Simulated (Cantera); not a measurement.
A Cantera script and what it prints.

```python
import numpy as np
import cantera as ct

gas_names = """
    H H2 H2S N NH NH2 NH3 N2 N2H2 N2H4 Pb PbS Pb2 S SH SN S2 S8
""".split()
cond_names = """
    Pb(cr) Pb(L) PbS(s) PbS(L) S(cr1) S(cr2) S(L)
""".split()


def load(file, names, dense=False):
    # The tables refer to 1 bar. Condensed volumes are neglected.
    table = {s.name: s for s in ct.Species.list_from_file(file)}
    out = []
    for n in names:
        d = dict(table[n].input_data)
        d["thermo"] = dict(d["thermo"], **{"reference-pressure": 1e5})
        if dense:
            d["equation-of-state"] = {"model": "constant-volume", "density": "1e6 g/cm^3"}
        out.append(ct.Species.from_dict(d))
    return out


gas = ct.Solution(thermo="ideal-gas", species=load("nasa_gas.yaml", gas_names))
cond = {s.name: ct.Solution(thermo="fixed-stoichiometry", species=[s], name=s.name)
        for s in load("nasa_condensed.yaml", cond_names, dense=True)}
atoms = {
    'PbS': {'Pb': 1, 'S': 1},
    'H2': {'H': 2},
    'N2': {'N': 2},
}
top_T = {}  # K; cautious upper limits of use, not melting points


def equilibrate(T, P, feed):
    n = {}
    for name, mol in feed.items():
        for a, k in atoms[name].items():
            n[a] = n.get(a, 0.0) + k * mol
    gas.TPX = T, P, n
    mass = sum(n.values()) * gas.mean_molecular_weight
    gas.equilibrate("TP")
    valid = [c for c in cond.values() if c.min_temp <= T <= top_T.get(c.name, c.max_temp)]
    mix = ct.Mixture([(gas, mass / gas.mean_molecular_weight)] + [(c, 0.0) for c in valid])
    mix.T, mix.P = T, P
    mix.equilibrate("TP", solver="vcs", rtol=1e-11, max_steps=5000)
    return mix


results = []
feed = {'PbS': 1, 'H2': 0.36, 'N2': 3.1}  # mol
P = 101325  # Pa
for T in [1698, 1748, 1798, 1848, 1898, 1948, 1998, 2048, 2098, 2148, 2198]:
    mix = equilibrate(T, P, feed)
    results.append((T, P, feed, dict(zip(mix.species_names, mix.species_moles))))

top = {s: max(r[3][s] / sum(r[3][g] for g in gas_names) for r in results) for s in gas_names}
cols = sorted((s for s in top if top[s] > 0.001), key=lambda s: -top[s])[:5]
seen = [c for c in cond_names if any(r[3].get(c, 0) > 1e-12 for r in results)]
print("log10 of partial pressures in bar; condensed amounts in mol")
print(f"{'T/K':>10s}" + "".join(f"{s[:9]:>10s}" for s in cols + seen))
for T, P, feed, n in results:
    ng = sum(n[g] for g in gas_names)
    print(f"{T:10.4g}" + "".join(f"{np.log10(max(n[s] / ng * P / 1e5, 1e-99)):10.3f}" for s in cols)
          + "".join(f"{n.get(c, 0):10.4g}" for c in seen))
```

Result:

```
log10 of partial pressures in bar; condensed amounts in mol
       T/K        N2       PbS        Pb        H2        S2
      1698    -0.156    -0.708    -1.533    -1.154    -2.044
      1748    -0.157    -0.719    -1.477    -1.151    -1.948
      1798    -0.159    -0.730    -1.422    -1.150    -1.863
      1848    -0.160    -0.743    -1.369    -1.148    -1.788
      1898    -0.161    -0.758    -1.319    -1.147    -1.722
      1948    -0.162    -0.774    -1.271    -1.147    -1.662
      1998    -0.164    -0.791    -1.226    -1.147    -1.608
      2048    -0.165    -0.810    -1.185    -1.148    -1.560
      2098    -0.167    -0.830    -1.145    -1.149    -1.517
      2148    -0.169    -0.851    -1.109    -1.151    -1.478
      2198    -0.170    -0.874    -1.075    -1.154    -1.443
```

Method: chemical equilibrium by Gibbs-energy minimisation in Cantera with the NASA 1993 tables (ideal gas, pure condensed phases).
